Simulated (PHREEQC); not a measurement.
Spent oxide etchant: an equilibrium model

Consider water at 25 °C with 6.6 mmol/kgw HF, 0.43 mmol/kgw (NH4)2SiF6, 6.4 mmol/kgw H3AsO4 and 0.035 mmol/kgw HCl. Closed to the air; pH follows from the charge balance.

The numbers come from PHREEQC with the ion-association model, wateq4f.dat.

No solid was allowed to form.

Question: Estimate the pH.

Answer: pH 2.37.

Question: In which forms is As present?

Answer: H2AsO4- 56 %, H3AsO4 44 % of the As.

SiF6-2 is the database's only silicon fluoride.
